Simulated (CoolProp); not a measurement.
Vapour-liquid equilibrium of R125 (1) + dimethyl ether (2) at 1.55 °C; x and y are mole fractions of (1).

Model: multi-fluid Helmholtz-energy mixture model, Lemmon 2005 and Wu 2011; pair parameters Bell 2016, in CoolProp.

Problem. Give the bubble pressure and the first vapour's composition at x = 0.15, 0.25, 0.75. Is there an azeotrope?

Solution. x = 0.15: 0.3052 MPa, y = 0.215; x = 0.25: 0.3261 MPa, y = 0.357; x = 0.75: 0.5377 MPa, y = 0.895. No azeotrope shows between x = 0.05 and 0.95.

The pair parameters rest on a limited set of measurements; away from them the model extrapolates.
